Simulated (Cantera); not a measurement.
Equilibrium for hydrogen reduction and annealing atmospheres: V₂O₅ + H₂

Charge: 1 mol V₂O₅, 3.7 mol H₂, at 0.00560 bar.

Equilibrium computed with Cantera from the NASA thermochemical tables; the gas is ideal and each condensed phase is pure. Candidate condensed phases: H₂O, V, VO, V₂O₃, V₂O₄, V₂O₅; 12 gas species. Condensed phases not in the tables: the oxides between V₂O₃ and V₂O₅ other than VO₂. Equilibrium is a limit: real reactors are often held back by kinetics, nucleation or transport.

| T (°C) | log p H₂O | log p H₂ | log p H | log p VO₂ | n V₂O₃(s) |
|---|---|---|---|---|---|
| 1152 | -2.52 | -2.59 | -6.46 | -9.03 | 1.00 |
| 1202 | -2.52 | -2.59 | -6.18 | -8.44 | 1.000 |
| 1252 | -2.52 | -2.59 | -5.92 | -7.89 | 1.000 |
| 1302 | -2.52 | -2.59 | -5.68 | -7.37 | 1.000 |
| 1352 | -2.52 | -2.59 | -5.45 | -6.89 | 1.000 |
| 1402 | -2.52 | -2.59 | -5.23 | -6.44 | 1.000 |
| 1452 | -2.52 | -2.59 | -5.03 | -6.01 | 1.000 |
| 1502 | -2.52 | -2.59 | -4.83 | -5.61 | 0.999 |
| 1552 | -2.52 | -2.59 | -4.65 | -5.24 | 0.998 |
| 1602 | -2.52 | -2.59 | -4.48 | -4.88 | 0.996 |
log p: log10 of the partial pressure in bar; n: condensed amount in mol.

From 1152 °C to 1602 °C the condensed part is V₂O₃(s). The main V-bearing gas is VO₂ throughout.
